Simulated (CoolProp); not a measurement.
Properties of R1234ze(E) along the isobar 4110 kPa.

The numbers come from the reference Helmholtz-energy equation of state, Thol 2016 in CoolProp.

```csv
T (°C),phase,density (kg/m³),cp (kJ/(kg K)),expansivity (1/kK)
-98.15,liquid,1501,(withheld),(withheld)
-63.15,liquid,1415,1.224,(withheld)
-28.15,liquid,1328,(withheld),1.931
6.85,liquid,1234,1.315,(withheld)
41.85,liquid,1127,1.407,(withheld)
76.85,liquid,987.7,(withheld),4.887
111.85,supercritical,686.4,3.630,36.04
146.85,supercritical,204.1,1.534,9.480
```

Problem. What belongs in the gaps?

Solution. 
- -98.15, cp (kJ/(kg K)): 1.215
- -98.15, expansivity (1/kK): 1.631
- -63.15, expansivity (1/kK): 1.731
- -28.15, cp (kJ/(kg K)): 1.258
- 6.85, expansivity (1/kK): 2.294
- 41.85, expansivity (1/kK): 3.004
- 76.85, cp (kJ/(kg K)): 1.588

The peak of cp marks the crossing from liquid-like to gas-like fluid above the critical point.
